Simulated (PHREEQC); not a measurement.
Consider water at 25 °C with 0.045 mol/kgw H3PO4 and 0.00095 mol/kgw NH3. Closed to the air; pH follows from the charge balance.

All values are PHREEQC results (ion-association model, wateq4f.dat), not measurements.

```yaml
pH: 1.86
ionic_strength: 0.0162 mol/kgw
total_alkalinity: -44.0 meq/kg
```

```
species  molality  activity   log γ
-------  --------  --------  ------
H3PO4      0.0288    0.0289   0.002
H2PO4-     0.0162    0.0143  -0.053
H+         0.0153    0.0137  -0.047
NH4+     0.000950  0.000837  -0.055
HPO4-2    1.07e-7   6.51e-8  -0.215
```

No solid was allowed to form. H3PO4, which wateq4f.dat lacks, is added to it with the constant of phreeqc.dat.
